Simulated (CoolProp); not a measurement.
Saturated liquid density (kg/m³) of fluorine: the reference equation beside estimates from Tc = 144.4 K, pc = 52.40 bar, ω = 0.045. Rackett uses Z = 0.29056 − 0.08775 ω.

Values from CoolProp's reference Helmholtz-energy equation of state, de Reuck 1990.

| T (K) | reference | Rackett | van der Waals | Redlich-Kwong | Peng-Robinson |
|---|---|---|---|---|---|
| 80.1 | 1536 | 1560 | 1053 | 1557 | 1740 |
| 83.6 | 1512 | 1535 | 1037 | 1529 | 1713 |
| 87.2 | 1487 | 1510 | 1019 | 1500 | 1682 |
| 90.7 | 1461 | 1484 | 1002 | 1470 | 1651 |
| 94.2 | 1435 | 1457 | 984.1 | 1439 | 1619 |
| 97.8 | 1407 | 1429 | 964.8 | 1405 | 1583 |
| 101.3 | 1380 | 1401 | 945.2 | 1370 | 1546 |
| 104.8 | 1351 | 1372 | 924.7 | 1333 | 1507 |
| 108.4 | 1319 | 1340 | 902.4 | 1294 | 1465 |
| 111.9 | 1288 | 1308 | 879.6 | 1253 | 1420 |
| 115.5 | 1254 | 1274 | 854.8 | 1208 | 1371 |
| 119 | 1218 | 1238 | 828.9 | 1161 | 1319 |
| 122.5 | 1180 | 1199 | 801.1 | 1111 | 1263 |
| 126.1 | 1137 | 1156 | 770.0 | 1055 | 1199 |

Absolute difference from the reference over all 14 rows, mean and median: Rackett 1.6 and 1.6 %, van der Waals 31.7 and 31.5 %, Redlich-Kwong 2.3 and 1.3 %, Peng-Robinson 10.9 and 11.8 %.
